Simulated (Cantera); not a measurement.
# Premixed flame

A freely propagating, adiabatic, planar premixed flame of CH4 : C2H6 : C3H8 : O2 : N2 : H2 = 1 : 0.078 : 0.13 : 3.28 : 15.8 : 0.13 (molar parts), equivalence ratio 0.91, unburnt at 425 K and 0.454 atm; mixture-averaged transport, grid criteria slope 0.08 and curve 0.16, no radiation.

Cantera simulation using GRI-Mech 3.0 (53 species, 325 reactions); the numbers are that mechanism's predictions, not measurements. GRI-Mech 3.0 was tuned for natural gas; its chemistry of propane as a main component is partial and can be far from experiment. Burning velocities carry a grid error of a few per cent, more on coarse grids.

```csv
z (mm),T (K),u (m/s),x CH4,x C2H6,x C3H8,x HCO,x CH2,x C2H4
-2.85,425,0.551,0.0490,0.00382,0.00636,<1e-8,<1e-8,4.76e-8
-1.90,427,0.553,0.0489,0.00382,0.00636,<1e-8,<1e-8,1.13e-6
-1.42,431,0.560,0.0486,0.00381,0.00635,<1e-8,<1e-8,6.40e-6
-0.948,476,0.620,0.0469,0.00376,0.00629,<1e-8,<1e-8,9.23e-5
-0.474,802,1.06,0.0353,0.00318,0.00470,1.76e-7,7.95e-8,0.00112
-0.237,1165,1.55,0.0212,0.00181,0.00163,6.37e-6,3.42e-6,0.00199
0,1511,2.03,0.00567,0.000137,4.08e-5,3.52e-5,2.27e-5,0.000712
0.237,1647,2.21,0.000442,4.10e-7,1.88e-8,9.24e-6,4.68e-6,2.50e-5
0.474,1688,2.26,1.82e-5,<1e-8,<1e-8,5.10e-7,2.16e-7,3.13e-7
0.948,1737,2.31,5.91e-8,<1e-8,<1e-8,2.17e-8,<1e-8,<1e-8
1.90,1797,2.38,<1e-8,<1e-8,<1e-8,1.07e-8,<1e-8,<1e-8
3.79,1863,2.46,<1e-8,<1e-8,<1e-8,<1e-8,<1e-8,<1e-8
7.59,1922,2.53,<1e-8,<1e-8,<1e-8,<1e-8,<1e-8,<1e-8
```
x: mole fraction of selected species; z is measured from the peak of heat release.

```json
{
  "laminar_burning_velocity": "55.1 cm/s",
  "thermal_thickness": "0.948 mm",
  "peak x(HCO)": "3.53e-5",
  "peak x(CH2)": "2.27e-5",
  "peak x(C2H4)": "0.00199",
  "grid_points": "145"
}
```
